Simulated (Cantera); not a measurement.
Input: 1 mol Si, a varied amount of F2, at 375 °C and 0.133 bar.

Equilibrium computed with Cantera from the NASA thermochemical tables; the gas is ideal and each condensed phase is pure. Candidate condensed phases: Si; 9 gas species. Equilibrium is a limit: real reactors are often held back by kinetics, nucleation or transport.

**Question.** Which condensed phases are stable at each of these points (n(F2) (mol)): 1.1, 1.8, 2.5, 3.3, 4, 4.8, 5.5, 6.3, 7, 7.8?

**Answer.** 
| n(F2) (mol) | condensed phases | Si condensed (%) |
|---|---|---|
| 1.1 | Si(s) | 45.0 |
| 1.8 | Si(s) | 10.0 |
| 2.5 | gas only | 0.0 |
| 3.3 | gas only | 0.0 |
| 4 | gas only | 0.0 |
| 4.8 | gas only | 0.0 |
| 5.5 | gas only | 0.0 |
| 6.3 | gas only | 0.0 |
| 7 | gas only | 0.0 |
| 7.8 | gas only | 0.0 |

From 1.1 mol F2 to 1.8 mol F2 the condensed part is Si(s). From 2.5 mol F2 to 7.8 mol F2 nothing is condensed.
